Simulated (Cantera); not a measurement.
What does this Cantera script print?

```python
import numpy as np
import cantera as ct

gas_names = [...]  # 47 gases of nasa_gas.yaml made of Cl, H, N, O, Si
cond_names = """
    H2O(s) H2O(L) NH4CL(a) NH4CL(b) Si(cr) Si(L) SiO2(Lqz) SiO2(hqz) SiO2(L) Si2N2O(s) Si3N4(a)
""".split()


# ... load() reads the species with a 1 bar reference pressure and builds the phases ...
atoms = {
    'SiH2Cl2': {'Si': 1, 'H': 2, 'CL': 2},
    'NO': {'N': 1, 'O': 1},
    'H2': {'H': 2},
}
top_T = {'Si2N2O(s)': 2100, 'Si3N4(a)': 2400}  # K; cautious upper limits of use, not melting points


# ... equilibrate(T, P, feed) seeds the gas with the atoms and calls Mixture.equilibrate('TP', solver="gibbs", rtol=1e-10, max_steps=50000) ...
results = []
feed = {'SiH2Cl2': 1, 'NO': 0.27, 'H2': 9.4}  # mol
T = 1225  # K
for P in [5, 15, 45, 140, 410, 1200, 3700, 11000, 33000, 100000]:
    mix = equilibrate(T, P, feed)
    results.append((T, P, feed, dict(zip(mix.species_names, mix.species_moles))))

top = {s: max(r[3][s] / sum(r[3][g] for g in gas_names) for r in results) for s in gas_names}
cols = sorted((s for s in top if top[s] > 1e-06), key=lambda s: -top[s])[:6]
seen = [c for c in cond_names if any(r[3].get(c, 0) > 1e-12 for r in results)]
print("log10 of partial pressures in bar; condensed amounts in mol")
print(f"{'P/Pa':>10s}" + "".join(f"{s[:9]:>10s}" for s in cols + seen))
for T, P, feed, n in results:
    ng = sum(n[g] for g in gas_names)
    print(f"{P:10.4g}" + "".join(f"{np.log10(max(n[s] / ng * P / 1e5, 1e-99)):10.3f}" for s in cols)
          + "".join(f"{n.get(c, 0):10.4g}" for c in seen))
```

It prints:

```
log10 of partial pressures in bar; condensed amounts in mol
      P/Pa        H2       HCL     SiCL2     SiCL4    SiHCL3       SiO    Si(cr) SiO2(hqz) Si2N2O(s)
         5    -4.372    -5.274    -5.789    -8.377    -8.981    -6.233    0.2125         0     0.135
        15    -3.893    -4.799    -5.318    -7.434    -8.033    -5.964    0.2378   0.02599     0.135
        45    -3.413    -4.327    -4.853    -6.505    -7.097    -5.964    0.2646   0.05374     0.135
       140    -2.917    -3.848    -4.392    -5.583    -6.158    -5.964    0.2724   0.06309     0.135
       410    -2.447    -3.410    -3.985    -4.768    -5.312    -5.964    0.2728     0.066     0.135
      1200    -1.976    -2.990    -3.616    -4.031    -4.524    -5.964    0.2684   0.06699     0.135
      3700    -1.482    -2.571    -3.273    -3.345    -3.762    -5.964     0.257   0.06734     0.135
   1.1e+04    -1.003    -2.184    -2.977    -2.752    -3.078    -5.964    0.2385   0.06744     0.135
   3.3e+04    -0.521    -1.807    -2.705    -2.209    -2.429    -5.964    0.2132   0.06748     0.135
     1e+05    -0.036    -1.438    -2.452    -1.702    -1.806    -5.964    0.1828   0.06749     0.135
```

Equilibrium computed with Cantera from the NASA thermochemical tables; the gas is ideal and each condensed phase is pure. Mutual solubility and eutectic melting of coexisting phases are not modelled. The tables' values for SiCl3 are old estimates; treat these amounts as uncertain. The tables hold silica as quartz up to 1696 K and as liquid above; real silica turns to tridymite and cristobalite and melts near 1996 K.
